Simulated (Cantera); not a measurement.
Input: 1 mol HMDSO, 7.8 mol NO, equilibrated at 0.000250 bar.

Method: chemical equilibrium by Gibbs-energy minimisation in Cantera with the NASA 1993 tables (ideal gas, pure condensed phases). Candidate condensed phases: C, C6H6, C7H8, C8H18, H2O, Si, SiC, SiO2, Si2N2O, Si3N4; 151 gas species. The feed counts by its element totals alone. The tables hold silica as quartz up to 1696 K and as liquid above; real silica turns to tridymite and cristobalite and melts near 1996 K. Kinetics and transport are ignored.

At 1698 K, list the 5 most abundant gas species with their mole fractions, and the condensed phases.

H2 0.433, CO 0.294, N2 0.192, SiO 0.0672, H2O 0.00681. Condensed: SiO2(condensed).
